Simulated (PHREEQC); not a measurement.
Solution (25 °C): 2.8 mmol/kgw HF, 0.36 mmol/kgw KF and 0.00093 mmol/kgw H4SiO4. Closed to the air; pH follows from the charge balance.

The numbers come from PHREEQC with the ion-association model, phreeqc.dat.

Precipitation was switched off in this run.

**Question.** Order these F species by the share of F that they hold, largest first: HF, SiF6-2, HF2-, F-.

**Answer.** HF (57 %), F- (42 %), HF2- (0.58 %), SiF6-2 (0.15 %)

The pH is 3.02 and the ionic strength 0.00134 mol/kgw. SiF6-2 is the database's only silicon fluoride.
